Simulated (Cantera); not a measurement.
An isothermal, constant-pressure homogeneous reactor starts with 17.9 % NO, 82.1 % N2, at 1825 K and 20.0 Torr.

Cantera simulation using GRI-Mech 3.0 (53 species, 325 reactions); the numbers are that mechanism's predictions, not measurements. Radical loss at walls, strong at low pressure, is not modelled.

One state of this run: x NO = 0.156; x NO2 = 1.43e-5; x O2 = 0.0114; x N2 = 0.833; x N2O = 8.95e-6. x: mole fraction; the columns are a selection and need not sum to one.

### Question
Which value of t (s) does it belong to?
A. 0.199
B. 300
C. 2.28
D. 26.2

### Answer
D, 26.2
